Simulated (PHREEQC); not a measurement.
**Metal-bearing waste water: an equilibrium model**

Solution (25 °C): 0.52 mol CuSO4 per kg of water. Closed to the air; pH follows from the charge balance.

All values are PHREEQC results (ion-association model, phreeqc.dat), not measurements.

The pH is 4.34, the ionic strength comes out as 0.914 mol/kgw and the activity of water is 0.987. The density comes out as 1.077 g/cm³.

| species | molality | activity | log γ |
|---|---|---|---|
| CuSO4 | 0.291 | 0.360 | 0.091 |
| Cu+2 | 0.228 | 0.0481 | -0.676 |
| SO4-2 | 0.228 | 0.0366 | -0.795 |
| HSO4- | 0.000211 | 0.000164 | -0.109 |
| Cu2(OH)2+2 | 0.000128 | 4.65e-5 | -0.438 |
| H+ | 6.18e-5 | 4.61e-5 | -0.127 |
| CuOH+ | 1.70e-5 | 1.03e-5 | -0.216 |
| Cu(OH)2 | 3.74e-7 | 4.62e-7 | 0.091 |

This is a speciation only: nothing precipitates in the calculation. The ionic strength is past about 0.7 mol/kgw, beyond the range of this activity model, so the values are rough.
